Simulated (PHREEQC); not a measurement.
A solution holds 2.1 mmol/kgw H2SO4 and 0.29 mmol/kgw ZnSO4, at 25 °C. Closed to the air; pH follows from the charge balance.

Computed with PHREEQC (ion-association model, wateq4f.dat).

No solid was allowed to form.

Task: What pH, ionic strength does the model give?

Result: pH 2.46; ionic strength 0.00628 mol/kgw.

Task: In which forms is Zn present?

Result: Zn+2 81 %, ZnSO4 18 % of the Zn.

Complexes and solids missing from the database can't appear.
